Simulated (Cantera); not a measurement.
Feed: 1 mol TiO2, 14 mol HCl, a varied amount of H2, held at 975 °C and 1000 Pa.

Equilibrium computed with Cantera from the NASA thermochemical tables; the gas is ideal and each condensed phase is pure. Candidate condensed phases: H2O, Ti, TiCl2, TiCl3, TiCl4, TiO, TiO2, Ti2O3, Ti3O5, Ti4O7; 23 gas species. The numbers say what is thermodynamically allowed, not how fast it happens.

Question: At 12 mol H2, list the 5 most abundant gas species with their mole fractions, and the condensed phases.

Answer: HCl 0.537, H2 0.462, H2O 0.000861, TiCl4 0.000281, TiCl3 0.000149. Condensed: TiO2(rutile).
